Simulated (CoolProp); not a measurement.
Vapour-liquid equilibrium of n-hexane (1) + toluene (2) at 407.2 K; x and y are mole fractions of (1).

Values from CoolProp's multi-fluid Helmholtz-energy mixture model, Thol 2019 and Lemmon 2006; pair parameters Bell 2016.

Q: Give the bubble pressure and the first vapour's composition at x = 0.05, 0.2, 0.35. Is there an azeotrope?

A: x = 0.05: 2.147 bar, y = 0.156; x = 0.2: 2.823 bar, y = 0.438; x = 0.35: 3.392 bar, y = 0.601. No azeotrope shows between x = 0.05 and 0.95.

The pair parameters rest on a limited set of measurements; away from them the model extrapolates.
